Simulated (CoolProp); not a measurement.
A single-stage vapour-compression cycle with ethane: evaporating at 199.15 K (dew point), condensing at 228.15 K (bubble point), superheat 10 K, subcooling 2 K, compressor efficiency 0.6, no pressure losses. Each further row changes one setting.

Computed with CoolProp (reference Helmholtz-energy equation of state, Bücker 2006).

```json
[
 {"case": "as stated", "cooling COP": "3.57", "pressure ratio": "3.15", "discharge temperature (K)": "287.2", "refrigerating effect (kJ/kg)": "414", "volumetric capacity (kJ/m³)": "1570"},
 {"case": "evaporating temperature 204.15 K", "cooling COP": "4.51", "pressure ratio": "2.52", "discharge temperature (K)": "277.4", "refrigerating effect (kJ/kg)": "420", "volumetric capacity (kJ/m³)": "1960"},
 {"case": "condensing temperature 223.15 K", "cooling COP": "4.41", "pressure ratio": "2.64", "discharge temperature (K)": "(withheld)", "refrigerating effect (kJ/kg)": "428", "volumetric capacity (kJ/m³)": "1620"},
 {"case": "subcooling 7 K", "cooling COP": "3.68", "pressure ratio": "3.15", "discharge temperature (K)": "287.2", "refrigerating effect (kJ/kg)": "427", "volumetric capacity (kJ/m³)": "1620"},
 {"case": "superheat 20 K", "cooling COP": "3.51", "pressure ratio": "3.15", "discharge temperature (K)": "(withheld)", "refrigerating effect (kJ/kg)": "(withheld)", "volumetric capacity (kJ/m³)": "1540"},
 {"case": "compressor efficiency 0.5", "cooling COP": "2.97", "pressure ratio": "3.15", "discharge temperature (K)": "299.9", "refrigerating effect (kJ/kg)": "414", "volumetric capacity (kJ/m³)": "1570"}
]
```

Q: Some entries are withheld; supply them.

A: 
- condensing temperature 223.15 K, discharge temperature (K): 275.0
- superheat 20 K, discharge temperature (K): 299.0
- superheat 20 K, refrigerating effect (kJ/kg): 429
